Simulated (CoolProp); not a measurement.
Saturation properties of ethanol (Tc = 514.7 K, pc = 6268 kPa, ω = 0.644).

Values from CoolProp's reference Helmholtz-energy equation of state, Schroeder 2014.

```csv
T (K),p (kPa),vapour density (kg/m³),liquid cp (kJ/(kg K)),liquid viscosity (µPa s)
309.5,14.77,0.2668,2.528,875
316.8,21.53,0.3809,2.591,768
324,30.63,0.5315,2.657,679
331.3,…,0.7325,2.726,602
338.6,…,0.9940,2.798,…
345.8,80.34,1.324,2.871,480
353.1,107.6,…,2.948,430
360.3,141.6,2.270,3.026,388
367.6,184.7,…,…,350
```

Q: Some entries are withheld; supply them.

A: 
- 331.3, p (kPa): 43.00
- 338.6, p (kPa): 59.36
- 338.6, liquid viscosity (µPa s): 536
- 353.1, vapour density (kg/m³): 1.747
- 367.6, vapour density (kg/m³): 2.925
- 367.6, liquid cp (kJ/(kg K)): 3.109

It boils at 351.6 K under 1 atm.

Viscosity comes from a separate model (Kiselev 2005).
